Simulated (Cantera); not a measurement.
Mixture: CH4 : C2H6 : C3H8 : O2 : N2 = 1 : 0.19 : 0.68 : 9.33 : 35.1 (molar parts), at 50000 Pa, adiabatic and at constant pressure. Ignition delay is the time to a rise of 400 K.

Detailed kinetics in Cantera: GRI-Mech 3.0 (53 species, 325 reactions). GRI-Mech 3.0 was tuned for natural gas; its chemistry of propane as a main component is partial and can be far from experiment.

Question: What does this change do: pressure from 50000 Pa to 60000 Pa?

Answer: 
```
quantity                                                before       after
--------------------------------------------------  ----------  ----------
delay at 1150 K                                        14.3 ms     13.0 ms
delay at 1250 K                                        2.49 ms     2.27 ms
delay at 1350 K                                       0.615 ms    0.554 ms
delay at 1450 K                                       0.213 ms    0.189 ms
delay at 1550 K                                        96.1 µs     84.1 µs
delay at 1650 K                                        52.7 µs     45.6 µs
apparent activation energy between 1450 and 1650 K  140 kJ/mol  140 kJ/mol
```

Question: What does this change do: N2 35.1 to 56 parts?

Answer: 
| quantity | before | after |
|---|---|---|
| delay at 1150 K | 14.3 ms | 19.7 ms |
| delay at 1250 K | 2.49 ms | 3.36 ms |
| delay at 1350 K | 0.615 ms | 0.814 ms |
| delay at 1450 K | 0.213 ms | 0.279 ms |
| delay at 1550 K | 96.1 µs | 0.127 ms |
| delay at 1650 K | 52.7 µs | 72.2 µs |
| apparent activation energy between 1450 and 1650 K | 140 kJ/mol | 130 kJ/mol |
